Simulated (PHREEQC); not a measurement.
Make-up at 25 °C: 0.0012 mol NH4Cl per kg of water. Closed to the air; pH follows from the charge balance.

Model: ion-association model, phreeqc.dat, run in PHREEQC.

```csv
quantity,before,after
pH,6.10,6.42
NH3 (mol/kgw),8.19e-7,3.56e-7
```

### Question
What was changed between the two runs?
(A) temperature from 25 to 30 °C
(B) NH4Cl from 0.0012 to 0.012 mol/kgw
(C) temperature from 25 to 80 °C
(D) diluted 5-fold with water
(E) NH4Cl replaced by (NH4)2CO3 at the same molality

### Answer
D, diluted 5-fold with water

This is a speciation only: nothing precipitates in the calculation.
